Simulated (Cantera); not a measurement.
**Low-pressure radical oxidation in H2/O2**

An isothermal, constant-pressure homogeneous reactor starts with 0.800 % H2, 80.0 % O2, 19.2 % N2, equivalence ratio 0.0050, at 948 K and 0.0263 atm.

Detailed kinetics in Cantera: the H2/O2 subset of GRI-Mech 3.0, which has no nitrogen chemistry. Radical loss at walls, strong at low pressure, is not modelled. Below about 950 K walls govern HO2 and H2O2 in real vessels.

```
t (s)         x H2   x O2     x HO2       x O       x H
--------  --------  -----  --------  --------  --------
7.00e-5    0.00800  0.800  1.96e-12    <1e-12  1.47e-12
0.000309   0.00800  0.800  8.84e-12  6.00e-12  3.99e-12
0.00136    0.00800  0.800  4.24e-11  8.26e-11  1.92e-11
0.00600    0.00800  0.800   1.63e-9   2.24e-8   4.07e-9
0.0265    0.000464  0.797   5.60e-6   0.00187  0.000298
0.117      7.93e-6  0.799   9.51e-7  0.000173   3.22e-6
0.514      4.77e-7  0.799   1.81e-7   1.24e-5   6.07e-8
2.27       2.63e-8  0.799   2.38e-8   9.49e-7   1.33e-9
10.0       1.22e-9  0.799   3.31e-9   1.10e-7  5.27e-11
```
x: mole fraction; the columns are a selection and need not sum to one.

Equilibrium at this temperature and pressure: H2 <1e-12, O2 0.799, HO2 1.21e-10, O 1.64e-10, H <1e-12 (gas phase only).
